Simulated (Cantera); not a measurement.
Charge: 1 mol SiH4, 0.26 mol NH3, 15 mol H2, equilibrated at 1375 K and 0.220 bar.

Cantera equilibrium calculation (NASA polynomials, part measured and part estimated; ideal gas, pure solids and liquids). Candidate condensed phases: Si, Si3N4; 18 gas species. Mutual solubility and eutectic melting of coexisting phases are not modelled. Kinetics and transport are ignored.

Base state: H2 1.000, N2 1.46e-5 (mole fractions); condensed: Si(s) + Si3N4(s).

Problem. What changes in the equilibrium state with this change: temperature from 1375 K to 1850 K?

Solution. 
| species | before | after |
|---|---|---|
| H2 | 1.000 | 0.991 |
| N2 | 1.46e-5 | 0.00741 |
| H | 7.31e-6 | 0.00114 |
| SiH2 | 2.58e-7 | 4.18e-5 |
| Si | 1.87e-9 | 2.93e-5 |
| SiH | 4.93e-9 | 1.36e-5 |
| Si(s), mol | 0.805 | 0 |
| Si3N4(s), mol | 0.0649 | 0 |
| Si(l), mol | 0 | 0.998 |
Gases not in the tables: Si2H6 and higher silanes.
